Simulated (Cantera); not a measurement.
Input: 1 mol Si3N4, 0.031 mol O2, 710 mol N2, held at 0.520 Pa.

Method: chemical equilibrium by Gibbs-energy minimisation in Cantera with the NASA 1993 tables (ideal gas, pure condensed phases). Candidate condensed phases: Si, SiO2, Si2N2O, Si3N4; 16 gas species. Rates play no part. All values below are at 1648 K.

Base state: N2 0.996, Si 0.00410, SiO 8.67e-5 (mole fractions); condensed: gas only.

### Question
What changes in the equilibrium state with this change: pressure from 0.520 Pa to 0.100 bar?

### Answer
| species | before | after |
|---|---|---|
| N2 | 0.996 | 1.000 |
| SiO | 8.67e-5 | 4.27e-5 |
| Si | 0.00410 | 9.13e-8 |
| Si2N2O(s), mol | 0 | 0.0317 |
| Si3N4(s), mol | 0 | 0.969 |
Mutual solubility and eutectic melting of coexisting phases are not modelled.
